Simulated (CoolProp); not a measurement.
Vapour pressure (MPa) of C3F8 (R218): the reference equation beside estimates from Tc = 71.9 °C, pc = 2.640 MPa, ω = 0.317.

Computed with CoolProp (reference Helmholtz-energy equation of state, Lemmon 2006). It is a short technical equation, of lower accuracy than the large ones.

| T (°C) | reference | Lee-Kesler | van der Waals |
|---|---|---|---|
| -61.65 | 0.02807 | 0.02764 | 0.2593 |
| -55.75 | 0.03930 | 0.03883 | 0.3025 |
| -49.75 | 0.05414 | (withheld) | 0.3512 |
| -43.85 | 0.07277 | 0.07239 | 0.4040 |
| -37.85 | 0.09655 | 0.09632 | 0.4627 |
| -31.95 | 0.1255 | 0.1255 | 0.5257 |
| -25.95 | 0.1614 | 0.1617 | 0.5953 |
| -20.05 | 0.2039 | 0.2046 | 0.6693 |
| -14.05 | 0.2554 | 0.2566 | 0.7504 |
| -8.15 | 0.3152 | 0.3168 | 0.8361 |
| -2.15 | 0.3863 | (withheld) | (withheld) |
| 3.75 | 0.4673 | 0.4700 | (withheld) |
| 9.75 | 0.5621 | (withheld) | 1.133 |

Q: Some entries are withheld; supply them.

A: 
- -49.75, Lee-Kesler: 0.05369
- -2.15, Lee-Kesler: 0.3884
- -2.15, van der Waals: 0.9293
- 3.75, van der Waals: 1.027
- 9.75, Lee-Kesler: 0.5653

Absolute difference from the reference over all 13 rows, mean and median: Lee-Kesler 0.6 and 0.5 %, van der Waals 339.5 and 268.8 %.
